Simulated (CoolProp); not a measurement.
A single-stage vapour-compression cycle with R407C: evaporating at 308.15 K (dew point), condensing at 351.15 K (bubble point), superheat 5 K, subcooling 2 K, compressor efficiency 0.85, no pressure losses. Each further row changes one setting.

Values from CoolProp's reference Helmholtz-energy equation of state, Lemmon 2003. It is a pseudo-pure fit of the blend.

| case | cooling COP | pressure ratio | discharge temperature (K) | refrigerating effect (kJ/kg) | volumetric capacity (kJ/m³) |
|---|---|---|---|---|---|
| as stated | 3.36 | 2.98 | 374.3 | 102 | 5750 |
| evaporating temperature 313.15 K | 3.94 | 2.61 | 372.8 | 103 | 6740 |
| condensing temperature 346.15 K | 4.09 | 2.69 | 368.2 | 113 | 6380 |
| subcooling 7 K | 3.77 | 2.98 | 374.3 | 114 | 6460 |
| superheat 15 K | 3.46 | 2.98 | 383.5 | 113 | 5980 |
| compressor efficiency 0.75 | 2.96 | 2.98 | 376.9 | 102 | 5750 |
